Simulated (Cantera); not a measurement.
Input: 1 mol Ni, 2 mol NH3, 1.7 mol N2, at 1700 K and 20.0 bar.

Cantera equilibrium calculation (NASA polynomials, part measured and part estimated; ideal gas, pure solids and liquids). Candidate condensed phases: Ni; 10 gas species. Kinetics and transport are ignored.

What is the equilibrium state?


| Quantity | Result |
|---|---|
| x(H2) | 0.526 |
| x(N2) | 0.474 |
| x(NH3) | 0.000191 |
| x(H) | 2.39e-5 |
| n(Ni(s)) | 1.000 mol |
| gas amount | 5.699 mol |
